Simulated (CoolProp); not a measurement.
Vapour pressure (bar) of p-xylene: the reference equation beside estimates from Tc = 616.2 K, pc = 35.32 bar, ω = 0.324. Clausius-Clapeyron is anchored at 466.7 K with a constant enthalpy of vaporisation of 31.72 kJ/mol.

Computed with CoolProp (reference Helmholtz-energy equation of state, Zhou 2012).

```json
[
 {"T (K)": "371.9", "reference": "0.3076", "Lee-Kesler": "0.2954", "Clausius-Clapeyron": "0.4526", "van der Waals": "3.174", "Redlich-Kwong": "0.7694", "Soave-Redlich-Kwong": "0.2980", "Peng-Robinson": "0.3054"},
 {"T (K)": "395.6", "reference": "0.6497", "Lee-Kesler": "0.6362", "Clausius-Clapeyron": "[?]", "van der Waals": "4.486", "Redlich-Kwong": "1.423", "Soave-Redlich-Kwong": "0.6381", "Peng-Robinson": "0.6455"},
 {"T (K)": "419.3", "reference": "[?]", "Lee-Kesler": "1.236", "Clausius-Clapeyron": "1.443", "van der Waals": "6.119", "Redlich-Kwong": "2.422", "Soave-Redlich-Kwong": "1.236", "Peng-Robinson": "1.238"},
 {"T (K)": "443", "reference": "2.197", "Lee-Kesler": "2.208", "Clausius-Clapeyron": "2.348", "van der Waals": "8.102", "Redlich-Kwong": "3.854", "Soave-Redlich-Kwong": "2.206", "Peng-Robinson": "2.195"},
 {"T (K)": "466.7", "reference": "3.636", "Lee-Kesler": "3.680", "Clausius-Clapeyron": "3.636", "van der Waals": "10.46", "Redlich-Kwong": "5.808", "Soave-Redlich-Kwong": "3.683", "Peng-Robinson": "3.646"},
 {"T (K)": "490.4", "reference": "5.704", "Lee-Kesler": "5.792", "Clausius-Clapeyron": "5.398", "van der Waals": "13.22", "Redlich-Kwong": "[?]", "Soave-Redlich-Kwong": "5.816", "Peng-Robinson": "5.743"},
 {"T (K)": "514.1", "reference": "8.559", "Lee-Kesler": "8.697", "Clausius-Clapeyron": "7.727", "van der Waals": "16.40", "Redlich-Kwong": "11.63", "Soave-Redlich-Kwong": "8.770", "Peng-Robinson": "8.651"},
 {"T (K)": "537.8", "reference": "12.39", "Lee-Kesler": "12.57", "Clausius-Clapeyron": "10.72", "van der Waals": "20.02", "Redlich-Kwong": "[?]", "Soave-Redlich-Kwong": "12.72", "Peng-Robinson": "12.56"}
]
```

Task: Complete the blanks.

Result: 
- 395.6, Clausius-Clapeyron: 0.8368
- 419.3, reference: 1.244
- 490.4, Redlich-Kwong: 8.372
- 537.8, Redlich-Kwong: 15.65

Absolute difference from the reference over all 8 rows, mean and median: Lee-Kesler 1.6 and 1.5 %, Clausius-Clapeyron 15.9 and 11.6 %, van der Waals 332.0 and 228.2 %, Redlich-Kwong 76.0 and 67.6 %, Soave-Redlich-Kwong 1.8 and 1.9 %, Peng-Robinson 0.7 and 0.7 %.
